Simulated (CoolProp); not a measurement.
A single-stage vapour-compression cycle with R1224YDZ: evaporating at 250.15 K (dew point), condensing at 292.15 K (bubble point), superheat 8 K, subcooling 2 K, compressor efficiency 0.6, no pressure losses. Each further row changes one setting.

The numbers come from the reference Helmholtz-energy equation of state, Akasaka 2023 in CoolProp.

```tsv
case	cooling COP	pressure ratio	discharge temperature (K)	refrigerating effect (kJ/kg)	volumetric capacity (kJ/m³)
as stated	___	6.61	324.8	148	187
evaporating temperature 255.15 K	3.66	___	___	152	245
condensing temperature 287.15 K	3.60	5.47	___	154	194
subcooling 7 K	3.22	6.61	324.8	154	194
superheat 18 K	___	6.61	___	155	188
compressor efficiency 0.5	2.58	6.61	336.2	148	187
```

Question: Some entries are withheld; supply them.

Answer: 
- as stated, cooling COP: 3.10
- evaporating temperature 255.15 K, pressure ratio: 5.08
- evaporating temperature 255.15 K, discharge temperature (K): 320.8
- condensing temperature 287.15 K, discharge temperature (K): 318.1
- superheat 18 K, cooling COP: 3.12
- superheat 18 K, discharge temperature (K): 335.5
